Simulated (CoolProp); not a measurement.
Nitrogen along the isotherm 118.8 K: density (kg/m³) from the reference equation and from simpler models built on Tc = 126.2 K, pc = 3.396 MPa, ω = 0.037; each cubic takes its own stable root.

Values from CoolProp's reference Helmholtz-energy equation of state, Span 2000.

| p (MPa) | phase | reference | Redlich-Kwong | Peng-Robinson |
|---|---|---|---|---|
| 0.107 | gas | 3.073 | 3.074 | 3.078 |
| 0.204 | gas | 5.929 | 5.932 | 5.947 |
| 0.386 | gas | 11.48 | 11.49 | 11.55 |
| 0.732 | gas | 22.86 | 22.90 | 23.12 |
| 1.39 | gas | 48.69 | 48.77 | 49.76 |
| 2.63 | liquid | 547.0 | 485.5 | 548.0 |
| 4.98 | liquid | 591.6 | 553.9 | 621.9 |
| 9.45 | liquid | 635.6 | 617.3 | 691.4 |
| 17.9 | liquid | 683.6 | 682.6 | 762.7 |
| 34 | liquid | 738.5 | 750.9 | 836.8 |
